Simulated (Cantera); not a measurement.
A Cantera script and what it prints.

```python
import numpy as np
import cantera as ct

gas_names = """
    Electron AL AL+ AL- ALN ALO ALO+ ALO- ALO2 ALO2- AL2 AL2O AL2O+ AL2O2 AL2O2+ N N+ N- NO NO+ NO2 NO2-
    NO3 NO3- N2 N2+ N2- N2O N2O+ O O+ O- O2 O2+ O2- O3
""".split()
cond_names = """
    AL(cr) AL(L) ALN(s) AL2O3(a) AL2O3(L)
""".split()


# ... load() reads the species with a 1 bar reference pressure and builds the phases ...
atoms = {
    'Al2O3': {'AL': 2, 'O': 3},
    'N2': {'N': 2},
}
top_T = {'ALN(s)': 2750}  # K; cautious upper limits of use, not melting points


# ... equilibrate(T, P, feed) seeds the gas with the atoms and calls Mixture.equilibrate('TP', solver="vcs", rtol=1e-11, max_steps=5000) ...
results = []
feed = {'Al2O3': 1, 'N2': 0.87}  # mol
P = 100000  # Pa
for T in [2500, 3000, 3500, 4000, 4500, 5000]:
    mix = equilibrate(T, P, feed)
    results.append((T, P, feed, dict(zip(mix.species_names, mix.species_moles))))

top = {s: max(r[3][s] / sum(r[3][g] for g in gas_names) for r in results) for s in gas_names}
cols = sorted((s for s in top if top[s] > 0.0001), key=lambda s: -top[s])[:9]
seen = [c for c in cond_names if any(r[3].get(c, 0) > 1e-12 for r in results)]
print("log10 of partial pressures in bar; condensed amounts in mol")
print(f"{'T/K':>10s}" + "".join(f"{s[:9]:>10s}" for s in cols + seen))
for T, P, feed, n in results:
    ng = sum(n[g] for g in gas_names)
    print(f"{T:10.4g}" + "".join(f"{np.log10(max(n[s] / ng * P / 1e5, 1e-99)):10.3f}" for s in cols)
          + "".join(f"{n.get(c, 0):10.4g}" for c in seen))
```

Result:

```
log10 of partial pressures in bar; condensed amounts in mol
       T/K        N2         O        AL       ALO      AL2O        O2        NO         N       AL+  AL2O3(L)
      2500    -0.000    -5.205    -4.812    -5.345    -5.563    -6.732    -4.614    -6.534    -7.644         1
      3000    -0.002    -3.008    -3.070    -3.196    -3.569    -4.123    -2.993    -4.857    -5.603    0.9991
      3500    -0.043    -1.505    -1.781    -1.676    -2.122    -2.396    -1.925    -3.676    -4.044    0.9742
      4000    -0.713    -0.497    -0.852    -0.689    -1.232    -1.340    -1.564    -3.107    -2.906         0
      4500    -0.804    -0.371    -0.571    -1.016    -2.080    -1.835    -1.727    -2.448    -2.493         0
      5000    -0.853    -0.326    -0.509    -1.496    -3.141    -2.342    -1.903    -1.906    -2.114         0
```

Method: chemical equilibrium by Gibbs-energy minimisation in Cantera with the NASA 1993 tables (ideal gas, pure condensed phases).
